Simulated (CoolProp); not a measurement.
The fluid at 298.15 K and 1.93 MPa (gas) is heated at constant pressure to 476.6 K. The same conditions are run with several fluids, on thermodynamics alone (safety and materials aside).

The numbers come from the reference Helmholtz-energy equation of state of each fluid (carbon dioxide: Span 1996; nitrous oxide: Lemmon 2006; nitrogen: Span 2000; hydrogen chloride: Thol 2018; dry air: Lemmon 2000) in CoolProp. Blends and air are pseudo-pure fits.

Q: Rank carbon dioxide, nitrous oxide, nitrogen, hydrogen chloride, dry air by heat (kJ/kg), highest first.

A: nitrogen (190), dry air (184), nitrous oxide (183), carbon dioxide (178), hydrogen chloride (161)

```
fluid              final density (kg/m³)
-----------------  ---------------------
carbon dioxide                      21.8
nitrous oxide                       21.9
nitrogen                            13.5
hydrogen chloride                   18.2
dry air                             14.0
```
